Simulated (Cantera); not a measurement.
## trisilylamine + NH3 (silicon nitride deposition)

Charge: 1 mol trisilylamine, 5.9 mol NH3, equilibrated at 1573 K and 7.50 Torr.

Cantera equilibrium calculation (NASA polynomials, part measured and part estimated; ideal gas, pure solids and liquids). Candidate condensed phases: Si, Si3N4; 18 gas species. The feed counts by its element totals alone. Equilibrium is a limit: real reactors are often held back by kinetics, nucleation or transport.

```
Quantity                             Result
--------------------------------  ---------
x(H2)                                 0.902
x(N2)                                0.0980
x(H)                               0.000386
x(Si)                               1.82e-6
x(SiH2)                             1.09e-6
n(Si3N4(s))                       1.000 mol
gas amount                        14.80 mol
log10 activity of Si(s) (absent)      -0.48
```
